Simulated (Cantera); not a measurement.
A diamond (100) surface in a fixed gas of H2 with x(CH4) = 0.0073, x(H) = 0.0012, x(CH3) = 1.1e-05, 0.0227 atm; coverages are run to steady state.

Cantera simulation using the Harris–Goodwin 1993 mechanism for the reconstructed diamond (100) surface; the numbers are that mechanism's predictions, not measurements.

θ: site fractions in the mechanism's names (c6HH fully hydrogenated, c6H* and c6*H radical sites, c6** diradical, c6HM methylated).

```json
[
 {"T (K)": "900", "growth (µm/h)": "0.0764", "θ c6HH": "0.686", "θ c6H*": "0.0104", "θ c6*H": "0.290", "θ c6**": "0.00424", "θ c6HM": "0.00745"},
 {"T (K)": "950", "growth (µm/h)": "0.0942", "θ c6HH": "0.640", "θ c6H*": "0.0140", "θ c6*H": "0.332", "θ c6**": "0.00639", "θ c6HM": "0.00554"},
 {"T (K)": "1000", "growth (µm/h)": "0.0977", "θ c6HH": "0.597", "θ c6H*": "(withheld)", "θ c6*H": "(withheld)", "θ c6**": "(withheld)", "θ c6HM": "(withheld)"},
 {"T (K)": "1050", "growth (µm/h)": "0.0775", "θ c6HH": "0.557", "θ c6H*": "0.0227", "θ c6*H": "0.406", "θ c6**": "0.0124", "θ c6HM": "0.00185"},
 {"T (K)": "1100", "growth (µm/h)": "(withheld)", "θ c6HH": "0.520", "θ c6H*": "(withheld)", "θ c6*H": "0.435", "θ c6**": "(withheld)", "θ c6HM": "(withheld)"},
 {"T (K)": "1150", "growth (µm/h)": "0.0309", "θ c6HH": "0.487", "θ c6H*": "0.0324", "θ c6*H": "0.460", "θ c6**": "0.0200", "θ c6HM": "0.000253"},
 {"T (K)": "1200", "growth (µm/h)": "0.0240", "θ c6HH": "0.460", "θ c6H*": "0.0374", "θ c6*H": "0.479", "θ c6**": "0.0239", "θ c6HM": "8.50e-5"},
 {"T (K)": "1250", "growth (µm/h)": "0.0227", "θ c6HH": "0.436", "θ c6H*": "0.0423", "θ c6*H": "0.493", "θ c6**": "0.0276", "θ c6HM": "2.90e-5"},
 {"T (K)": "1300", "growth (µm/h)": "0.0217", "θ c6HH": "0.418", "θ c6H*": "0.0471", "θ c6*H": "0.503", "θ c6**": "0.0310", "θ c6HM": "1.00e-5"},
 {"T (K)": "1350", "growth (µm/h)": "0.0172", "θ c6HH": "0.405", "θ c6H*": "0.0517", "θ c6*H": "0.510", "θ c6**": "0.0339", "θ c6HM": "3.49e-6"},
 {"T (K)": "1400", "growth (µm/h)": "0.0104", "θ c6HH": "0.395", "θ c6H*": "0.0560", "θ c6*H": "0.513", "θ c6**": "0.0362", "θ c6HM": "1.27e-6"}
]
```

**Question.** Some entries are withheld; supply them.

**Answer.** 
- 1000, θ c6H*: 0.0181
- 1000, θ c6*H: 0.371
- 1000, θ c6**: 0.00912
- 1000, θ c6HM: 0.00362
- 1100, growth (µm/h): 0.0490
- 1100, θ c6H*: 0.0275
- 1100, θ c6**: 0.0161
- 1100, θ c6HM: 0.000731
